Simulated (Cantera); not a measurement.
Mixture: CH3OH : O2 : N2 : CO2 = 1 : 0.75 : 2.82 : 0.12 (molar parts), at 101000 Pa, adiabatic and at constant pressure. Ignition delay is the time to a rise of 400 K.

Detailed kinetics in Cantera: GRI-Mech 3.0 (53 species, 325 reactions). GRI-Mech 3.0 was tuned for natural gas; its chemistry of methanol as a main component is partial and can be far from experiment.

**Question.** Predict: delay at 1225 K; delay at 1325 K; delay at 1425 K; delay at 1525 K; delay at 1625 K; delay at 1725 K; apparent activation energy between 1525 and 1725 K.

**Answer.** 
- delay at 1225 K = 5.38 ms
- delay at 1325 K = 1.27 ms
- delay at 1425 K = 0.380 ms
- delay at 1525 K = 0.140 ms
- delay at 1625 K = 61.5 µs
- delay at 1725 K = 30.8 µs
- apparent activation energy between 1525 and 1725 K = 170 kJ/mol
